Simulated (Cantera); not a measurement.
Feed: 1 mol V, 24 mol N2, 3.3 mol NH3, at 2402 °C and 31.0 Pa.

Method: chemical equilibrium by Gibbs-energy minimisation in Cantera with the NASA 1993 tables (ideal gas, pure condensed phases). Candidate condensed phases: V, VN; 11 gas species. Equilibrium is a limit: real reactors are often held back by kinetics, nucleation or transport.

Base state: N2 0.707, H 0.258, V 0.0276, H2 0.00771, N 6.35e-5 (mole fractions); condensed: gas only.

Problem. What changes in the equilibrium state with this change: NH3 from 3.3 to 0.15 mol?

Solution. 
```json
[
 {"species": "N2", "before": "0.707", "after": "0.943"},
 {"species": "V", "before": "0.0276", "after": "0.0392"},
 {"species": "H", "before": "0.258", "after": "0.0176"},
 {"species": "H2", "before": "0.00771", "after": "3.58e-5"},
 {"species": "N", "before": "6.35e-5", "after": "7.34e-5"}
]
```
